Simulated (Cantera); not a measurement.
What does this Cantera script print?

```python
import numpy as np
import cantera as ct

surf = ct.Interface("diamond.yaml", "diamond_100")
gas, bulk = surf.adjacent["gas"], surf.adjacent["diamond"]
k = surf.kinetics_species_index(bulk.species_names[0])
cover = ["c6HH", "c6H*", "c6*H", "c6**", "c6HM", "c6B"]

rows, drift = [], 0.0
print(f"{'P':>10s}{'um/h':>11s}" + "".join(f"{s:>11s}" for s in cover))
for v in [330, 580, 1000, 1800, 3200, 5700, 10000, 18000]:
    T, P, xH, xCH3 = 1150, v, 0.047, 0.00014
    gas.TPX = T, P, {"H": xH, "CH3": xCH3, "CH4": 0.012, "H2": 1 - xH - xCH3 - 0.012}
    surf.TP = bulk.TP = T, P
    surf.coverages = "c6H*:0.1, c6HH:0.9"
    surf.advance_coverages(100.0)
    before = surf.coverages
    surf.advance_coverages(100.0)
    drift = max(drift, np.max(np.abs(surf.coverages - before) / (surf.coverages + 1e-9)))
    rate = surf.net_production_rates[k] * bulk.mean_molecular_weight / bulk.density * 3.6e9
    rows.append([rate, *surf[cover].coverages])
    print(f"{v:10.4g}{rate:11.4e}" + "".join(f"{x:11.3e}" for x in rows[-1][1:]))
```

Output:

```
         P       um/h       c6HH       c6H*       c6*H       c6**       c6HM        c6B
       330 1.7959e-01  4.723e-01  3.315e-02  4.696e-01  2.437e-02  3.474e-04  4.873e-10
       580 4.1575e-01  4.722e-01  3.317e-02  4.694e-01  2.437e-02  4.749e-04  1.128e-09
      1000 8.8101e-01  4.722e-01  3.321e-02  4.693e-01  2.437e-02  5.961e-04  2.391e-09
      1800 1.8562e+00  4.721e-01  3.328e-02  4.691e-01  2.439e-02  7.070e-04  5.037e-09
      3200 3.6487e+00  4.720e-01  3.342e-02  4.689e-01  2.442e-02  7.874e-04  9.901e-09
      5700 6.9224e+00  4.719e-01  3.367e-02  4.686e-01  2.447e-02  8.420e-04  1.878e-08
     1e+04 1.2619e+01  4.719e-01  3.411e-02  4.681e-01  2.457e-02  8.768e-04  3.424e-08
   1.8e+04 2.3323e+01  4.718e-01  3.491e-02  4.671e-01  2.475e-02  9.013e-04  6.329e-08
```

Detailed kinetics in Cantera: the Harris–Goodwin 1993 mechanism for the reconstructed diamond (100) surface.
